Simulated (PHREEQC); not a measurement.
Make-up at 63 °C: 29 mmol/kgw Na2HAsO4, 190 mmol/kgw NH3 and 6.3 mmol/kgw FeCl3. Closed to the air; pH follows from the charge balance.

Equilibrium calculation in PHREEQC: ion-association model, wateq4f.dat.

Precipitation was switched off in this run.

Task: Estimate the pH, ionic strength.

Result: pH 9.15; ionic strength 0.114 mol/kgw.

Task: In which forms is As present?

Result: HAsO4-2 97 %, AsO4-3 2.8 % of the As.

Saturation is exceeded, for instance for Hematite (slow to form), Goethite (slow to form); the values hold only as long as no solid forms. Species that the database lacks are ignored. The database's scorodite may be far more soluble than the real mineral, and it has no iron arsenate complexes; the constant wasn't checked at its source. Constants without temperature data keep their 25 °C values here.
